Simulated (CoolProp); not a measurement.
Vapour-liquid equilibrium of propane (1) + R236EA (2) at 0.441 MPa; x and y are mole fractions of (1).

Model: multi-fluid Helmholtz-energy mixture model, Lemmon 2009 and Rui 2013; pair parameters Bell 2016, in CoolProp.

```
x      bubble temperature, mixture model (°C)  bubble temperature, Raoult's law (°C)  y, mixture model  y, Raoult's law
-----  --------------------------------------  -------------------------------------  ----------------  ---------------
0.05                                     35.7                                   44.3             0.336            0.171
0.125                                    21.0                                   38.0             0.610            0.371
0.2                                      12.1                                   32.4             0.730            0.519
0.275                                     7.1                                   27.4             0.787            0.632
0.35                                      4.3                                   23.0             0.816            0.717
0.425                                     2.7                                   18.9             0.833            0.784
0.5                                       1.7                                   15.3             0.844            0.836
0.575                                     1.0                                   12.0             0.852            0.877
0.65                                      0.4                                    8.9             0.862            0.910
0.725                                    -0.3                                    6.1             0.874            0.937
0.8                                      -1.0                                    3.6             0.891            0.959
0.875                                    -1.6                                    1.2             0.917            0.977
0.95                                     -2.2                                   -1.0             0.959            0.991
```

The largest gap from Raoult's law is -20.3 K in bubble temperature, at x = 0.275. No azeotrope shows between x = 0.05 and 0.95.

The pair parameters rest on a limited set of measurements; away from them the model extrapolates. With so large a gap from Raoult's law the liquid may split in two, which this calculation doesn't test in full.
